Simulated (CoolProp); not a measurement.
Vapour pressure (bar) of nitrogen: the reference equation beside estimates from Tc = 126.2 K, pc = 33.96 bar, ω = 0.037. Clausius-Clapeyron is anchored at 106.4 K with a constant enthalpy of vaporisation of 4.063 kJ/mol.

Values from CoolProp's reference Helmholtz-energy equation of state, Span 2000.

```tsv
T (K)	reference	Lee-Kesler	Clausius-Clapeyron	van der Waals	Soave-Redlich-Kwong	Peng-Robinson
95.6	5.658	5.663	7.036	10.07	5.691	5.674
99.2	7.360	7.363	8.470	12.00	7.420	7.381
102.8	9.402	9.400	10.07	14.15	9.497	9.434
106.4	11.82	11.81	11.82	16.53	11.96	11.87
110	14.66	14.64	13.74	19.14	14.84	14.73
113.6	17.95	17.92	15.82	21.99	18.18	18.05
117.2	21.76	21.72	18.05	25.09	22.01	21.88
120.9	26.26	26.24	20.51	28.55	26.49	26.40
```

Absolute difference from the reference over all 8 rows, mean and median: Lee-Kesler 0.1 and 0.1 %, Clausius-Clapeyron 13.0 and 13.5 %, van der Waals 38.6 and 35.2 %, Soave-Redlich-Kwong 1.0 and 1.1 %, Peng-Robinson 0.4 and 0.5 %.
